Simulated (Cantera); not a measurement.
Mixture: H2 : O2 : N2 = 1 : 0.357 : 1.34 (molar parts), equivalence ratio 1.4, at 1.00 bar, adiabatic and at constant volume. Ignition delay is the time to a rise of 400 K.

Computed with Cantera and the H2/O2 subset of GRI-Mech 3.0, which has no nitrogen chemistry. Where the delays flatten at high temperature, the 400 K rule measures the pace of heat release, not the induction time.

Problem. Predict: delay at 1300 K; delay at 1375 K; delay at 1450 K; delay at 1525 K; delay at 1600 K; delay at 1675 K; delay at 1750 K.

Solution. 
```json
{
  "delay at 1300 K": "28.6 µs",
  "delay at 1375 K": "21.6 µs",
  "delay at 1450 K": "17.2 µs",
  "delay at 1525 K": "14.4 µs",
  "delay at 1600 K": "12.7 µs",
  "delay at 1675 K": "11.7 µs",
  "delay at 1750 K": "11.2 µs"
}
```
